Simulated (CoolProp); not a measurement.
Saturated liquid density (kg/m³) of decamethylcyclopentasiloxane (D5): the reference equation beside estimates from Tc = 345.1 °C, pc = 1078 kPa, ω = 0.631. Rackett uses Z = 0.29056 − 0.08775 ω.

Model: reference Helmholtz-energy equation of state, Thol 2019, in CoolProp.

```json
[
 {"T (°C)": "63.25", "reference": "912.8", "Rackett": "1050", "van der Waals": "496.7"},
 {"T (°C)": "68.75", "reference": "907.0", "Rackett": "1044", "van der Waals": "494.0"},
 {"T (°C)": "74.25", "reference": "901.1", "Rackett": "1037", "van der Waals": "491.2"},
 {"T (°C)": "79.75", "reference": "895.2", "Rackett": "1030", "van der Waals": "488.5"},
 {"T (°C)": "85.25", "reference": "889.3", "Rackett": "1023", "van der Waals": "485.7"},
 {"T (°C)": "90.75", "reference": "883.4", "Rackett": "1016", "van der Waals": "482.8"},
 {"T (°C)": "96.25", "reference": "877.4", "Rackett": "1009", "van der Waals": "479.9"},
 {"T (°C)": "101.75", "reference": "871.5", "Rackett": "1002", "van der Waals": "477.0"},
 {"T (°C)": "107.25", "reference": "865.5", "Rackett": "994.5", "van der Waals": "474.1"},
 {"T (°C)": "112.75", "reference": "859.5", "Rackett": "987.2", "van der Waals": "471.1"},
 {"T (°C)": "118.25", "reference": "853.5", "Rackett": "979.9", "van der Waals": "468.0"}
]
```

Absolute difference from the reference over all 11 rows, mean and median: Rackett 15.0 and 15.0 %, van der Waals 45.4 and 45.3 %.
